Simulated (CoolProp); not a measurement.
Chloromethane (R40) along the isotherm 500 K: Z from the reference equation and from simpler models built on Tc = 418.6 K, pc = 6.929 MPa, ω = 0.150; each cubic takes its own stable root.

Model: reference Helmholtz-energy equation of state, Thol 2014, in CoolProp.

```csv
p (MPa),phase,reference,van der Waals,Redlich-Kwong,Soave-Redlich-Kwong,Peng-Robinson
0.11,gas,0.9968,0.9970,0.9968,0.9970,0.9965
0.195,gas,0.9943,0.9946,0.9943,0.9947,0.9938
0.346,gas,0.9899,0.9904,0.9899,0.9905,0.9890
0.616,gas,0.9820,0.9828,0.9819,0.9831,0.9803
1.1,gas,0.9676,0.9690,0.9676,0.9697,0.9648
1.95,gas,0.9421,0.9440,0.9420,0.9460,0.9373
3.46,gas,0.8957,0.8973,0.8952,0.9028,0.8881
6.16,gas,0.8088,0.8038,0.8072,0.8233,0.7992
11,supercritical,0.6478,0.6008,0.6446,0.6830,0.6490
19.5,supercritical,0.5318,0.5881,0.5630,0.6010,0.5587
34.6,supercritical,0.6860,0.8523,0.7305,0.7547,0.6899
```
